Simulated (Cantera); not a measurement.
Charge: 1 mol Fe2O3, a varied amount of Cl2, at 1848 K and 1.00 mbar.

Cantera equilibrium calculation (NASA polynomials, part measured and part estimated; ideal gas, pure solids and liquids). Candidate condensed phases: Fe, FeCl2, FeCl3, FeO, Fe2O3, Fe3O4; 13 gas species. Rates play no part.

At 5.7 mol Cl2, list the 4 most abundant gas species with their mole fractions, and the condensed phases.

Cl 0.674, FeCl2 0.184, O2 0.137, Cl2 0.00293. Condensed: gas only.
